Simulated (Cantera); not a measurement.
Cantera run, input and output.

```python
import numpy as np
import cantera as ct

gas = ct.Solution("h2o2.yaml")
gas.TPX = 1575, 500000, {'H2': 1, 'O2': 1.02, 'N2': 3.84}
reactor = ct.IdealGasReactor(gas, energy="on", clone=False)
net = ct.ReactorNet([reactor])
net.rtol, net.atol = 1e-08, 1e-16
show = ['H2', 'O2', 'H2O', 'OH', 'HO2']
times = np.geomspace(8e-06, 0.4, 10)

steps = ct.SolutionArray(gas, extra=["t"])
rows = []
print(f"{'t/s':>10s}{'T/K':>9s}{'P/Pa':>11s}" + "".join(f"{s:>11s}" for s in show))
for t in times:
    while net.time < t:
        t_next = net.step()
        steps.append(gas.state, t=t_next)
    rows.append([np.interp(t, steps.t, y) for y in (steps.T, steps.P, *steps(*show).X.T)])
    print(f"{t:10.3e}{rows[-1][0]:9.1f}{rows[-1][1]:11.4g}" + "".join(f"{x:11.3e}" for x in rows[-1][2:]))
rate = np.gradient(steps.T, steps.t)
print("integrator steps:", len(steps.t))
if steps.T.max() > steps.T[0] + 200:
    print(f"time of steepest temperature rise: {steps.t[rate.argmax()]:.4e} s")
gas.TPX = 1575, 500000, {'H2': 1, 'O2': 1.02, 'N2': 3.84}
gas.equilibrate("UV")
print(f"equilibrium (UV): T = {gas.T:.1f} K  " + "  ".join(f"{s} {gas[s].X[0]:.3e}" for s in show))
```

Output:

```
       t/s      T/K       P/Pa         H2         O2        H2O         OH        HO2
 8.000e-06   2791.5   8.22e+05  5.362e-03  8.967e-02  1.658e-01  2.290e-02  3.310e-05
 2.662e-05   2818.3  8.285e+05  4.568e-03  9.013e-02  1.678e-01  2.163e-02  3.473e-05
 8.857e-05   2818.3  8.285e+05  4.568e-03  9.013e-02  1.678e-01  2.163e-02  3.473e-05
 2.947e-04   2818.3  8.285e+05  4.568e-03  9.013e-02  1.678e-01  2.163e-02  3.473e-05
 9.807e-04   2818.3  8.285e+05  4.568e-03  9.013e-02  1.678e-01  2.163e-02  3.473e-05
 3.263e-03   2818.3  8.285e+05  4.568e-03  9.013e-02  1.678e-01  2.163e-02  3.473e-05
 1.086e-02   2818.3  8.285e+05  4.568e-03  9.013e-02  1.678e-01  2.163e-02  3.473e-05
 3.613e-02   2818.3  8.285e+05  4.568e-03  9.013e-02  1.678e-01  2.163e-02  3.473e-05
 1.202e-01   2818.3  8.285e+05  4.568e-03  9.013e-02  1.678e-01  2.163e-02  3.473e-05
 4.000e-01   2818.3  8.285e+05  4.568e-03  9.013e-02  1.678e-01  2.163e-02  3.473e-05
integrator steps: 956
time of steepest temperature rise: 2.3063e-06 s
equilibrium (UV): T = 2818.3 K  H2 4.568e-03  O2 9.013e-02  H2O 1.678e-01  OH 2.163e-02  HO2 3.473e-05
```

Cantera simulation using the H2/O2 subset of GRI-Mech 3.0, which has no nitrogen chemistry; the numbers are that mechanism's predictions, not measurements. The hydrogen kinetics of GRI-Mech 3.0 are dated; newer H2 mechanisms differ, most at raised pressure.
